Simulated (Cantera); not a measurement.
An isothermal, constant-pressure homogeneous reactor starts with CO : O2 : H2O : N2 = 0.0018 : 0.0097 : 0.044 : 1 (molar parts), equivalence ratio 0.093, at 1400 K and 75000 Pa.

Detailed kinetics in Cantera: GRI-Mech 3.0 (53 species, 325 reactions).

x: mole fraction; the columns are a selection and need not sum to one.

```csv
t (s),x CO,x O2,x H2O,x CO2,x O,x NO,x H
3.00e-5,0.00171,0.00919,0.0417,2.82e-10,2.12e-10,<1e-12,1.54e-11
8.22e-5,0.00171,0.00919,0.0417,9.07e-10,4.51e-10,<1e-12,8.62e-11
0.000225,0.00171,0.00919,0.0417,___,9.93e-10,<1e-12,4.29e-10
0.000616,0.00171,0.00919,0.0417,___,4.30e-9,<1e-12,2.79e-9
0.00169,0.00170,0.00919,0.0417,___,1.23e-7,<1e-12,8.67e-8
0.00462,0.000878,0.00879,0.0413,___,9.39e-5,4.25e-9,7.88e-5
0.0127,2.87e-5,0.00834,0.0416,0.00168,1.94e-5,4.13e-8,7.51e-6
0.0346,1.75e-6,0.00834,0.0417,0.00171,2.42e-6,4.70e-8,3.26e-7
0.0949,1.86e-7,0.00834,0.0417,0.00171,5.38e-7,4.88e-8,3.35e-8
0.260,4.44e-8,0.00834,0.0417,0.00171,1.84e-7,4.95e-8,6.73e-9
0.711,2.31e-8,0.00834,0.0417,0.00171,1.07e-7,4.99e-8,3.05e-9
1.95,2.13e-8,0.00834,0.0417,0.00171,1.00e-7,5.03e-8,2.77e-9
5.33,2.13e-8,0.00834,0.0417,0.00171,1.00e-7,5.13e-8,2.77e-9
14.6,2.13e-8,0.00834,0.0417,0.00171,1.00e-7,5.42e-8,2.77e-9
40.0,2.13e-8,0.00834,0.0417,0.00171,1.00e-7,6.22e-8,2.77e-9
```

Problem. Fill in the missing entries.

Solution. 
- 0.000225, x CO2: 4.02e-9
- 0.000616, x CO2: 3.46e-8
- 0.00169, x CO2: 1.40e-6
- 0.00462, x CO2: 0.000827
